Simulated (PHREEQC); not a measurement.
Dissolve 0.062 mol NaCl and 0.016 mol KCl per kg of water at 25 °C. It is in equilibrium with CO2 at log p = -1 (atm). Otherwise closed; pH follows from the charge balance.

Computed with PHREEQC (ion-association model, phreeqc.dat).

Each row changes one thing in this solution. No solid was allowed to form.

```json
[
 {"case": "as made", "pH": "4.40", "HCO3- (mol/kgw)": "4.69e-5", "NaHCO3 (mol/kgw)": "1.03e-6", "CO3-2 (mol/kgw)": "1.06e-10", "SI of Sylvite (KCl)": "-4.02", "SI of Halite (NaCl)": "-4.09"},
 {"case": "NaCl from 0.062 to 0.031 mol/kgw", "pH": "4.40", "HCO3- (mol/kgw)": "4.58e-5", "NaHCO3 (mol/kgw)": "5.44e-7", "CO3-2 (mol/kgw)": "9.40e-11", "SI of Sylvite (KCl)": "-4.20", "SI of Halite (NaCl)": "-4.58"},
 {"case": "0.052 mol/kgw Ca(NO3)2 added", "pH": "4.35", "HCO3- (mol/kgw)": "4.60e-5", "NaHCO3 (mol/kgw)": "8.29e-7", "CO3-2 (mol/kgw)": "1.22e-10", "SI of Sylvite (KCl)": "-4.11", "SI of Halite (NaCl)": "-4.17"},
 {"case": "KCl from 0.016 to 0.08 mol/kgw", "pH": "4.39", "HCO3- (mol/kgw)": "4.87e-5", "NaHCO3 (mol/kgw)": "9.65e-7", "CO3-2 (mol/kgw)": "1.26e-10", "SI of Sylvite (KCl)": "-3.11", "SI of Halite (NaCl)": "-3.87"},
 {"case": "diluted 100-fold with water", "pH": "4.41", "HCO3- (mol/kgw)": "4.01e-5", "NaHCO3 (mol/kgw)": "1.31e-8", "CO3-2 (mol/kgw)": "5.32e-11", "SI of Sylvite (KCl)": "-7.83", "SI of Halite (NaCl)": "-7.91"},
 {"case": "NaCl from 0.062 to 0.124 mol/kgw", "pH": "4.39", "HCO3- (mol/kgw)": "4.82e-5", "NaHCO3 (mol/kgw)": "1.91e-6", "CO3-2 (mol/kgw)": "1.23e-10", "SI of Sylvite (KCl)": "-3.81", "SI of Halite (NaCl)": "-3.58"}
]
```
